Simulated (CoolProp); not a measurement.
Carbonyl sulfide at several states: density (kg/m³) from the reference equation and from simpler models built on Tc = 105.6 °C, pc = 6369 kPa, ω = 0.098; each cubic takes its own stable root.

Computed with CoolProp (reference Helmholtz-energy equation of state, Lemmon 2006). It is a short technical equation, of lower accuracy than the large ones.

| T (°C) | p (kPa) | phase | reference | van der Waals | Redlich-Kwong | Peng-Robinson |
|---|---|---|---|---|---|---|
| 195.35 | 54.1 | gas | 0.8356 | 0.8356 | 0.8356 | 0.8358 |
| 196.55 | 4460 | gas | 78.42 | ___ | ___ | ___ |
| -126.35 | 652 | liquid | 1329 | ___ | 1258 | 1403 |

Q: What belongs in the gaps?

A: 
- 196.55, van der Waals: 79.13
- 196.55, Redlich-Kwong: 78.93
- 196.55, Peng-Robinson: 79.88
- -126.35, van der Waals: 844.0
